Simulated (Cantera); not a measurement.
A perfectly stirred reactor is fed with H2 : O2 : N2 = 1.6 : 1 : 6 (molar parts), equivalence ratio 0.80, at 375 Torr; it is held at 1375 K, and followed from long to short residence time.

Detailed kinetics in Cantera: the H2/O2 subset of GRI-Mech 3.0, which has no nitrogen chemistry. The temperature is held fixed by assumption; the heat of reaction is taken as removed at once.

Problem. What does this change do: 0.45 parts H2O added?

Solution. 
| quantity | before | after |
|---|---|---|
| x(H2) at τ = 12.0 s | 3.70e-5 | 3.87e-5 |
| x(O2) at τ = 12.0 s | 0.0256 | 0.0242 |
| x(O) at τ = 12.0 s | 6.43e-6 | 5.19e-6 |
| x(H2O2) at τ = 12.0 s | 6.22e-8 | 6.35e-8 |
| x(H) at τ = 12.0 s | 1.27e-6 | 1.11e-6 |
| x(H2) at τ = 46.0 ms | 0.00145 | 0.00152 |
| x(O2) at τ = 46.0 ms | 0.0260 | 0.0247 |
| x(O) at τ = 46.0 ms | 0.000279 | 0.000226 |
| x(H2O2) at τ = 46.0 ms | 7.80e-7 | 8.35e-7 |
| x(H) at τ = 46.0 ms | 0.000325 | 0.000280 |
